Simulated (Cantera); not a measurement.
A closed system holds: 1 mol SiCl₄, 1.1 mol O₂, 63 mol N₂, held at 5.20 Pa.

Method: chemical equilibrium by Gibbs-energy minimisation in Cantera with the NASA 1993 tables (ideal gas, pure condensed phases). Candidate condensed phases: Si, SiO₂, Si₂N₂O, Si₃N₄; 23 gas species. The tables hold silica as quartz up to 1696 K and as liquid above; real silica turns to tridymite and cristobalite and melts near 1996 K. Equilibrium is a limit: real reactors are often held back by kinetics, nucleation or transport.

At 1175 °C, list the 5 most abundant gas species with their mole fractions, and the condensed phases.

N₂ 0.939, Cl 0.0594, O₂ 0.00144, Cl₂ 0.000111, NO 8.51e-5. Condensed: SiO₂(β-quartz).
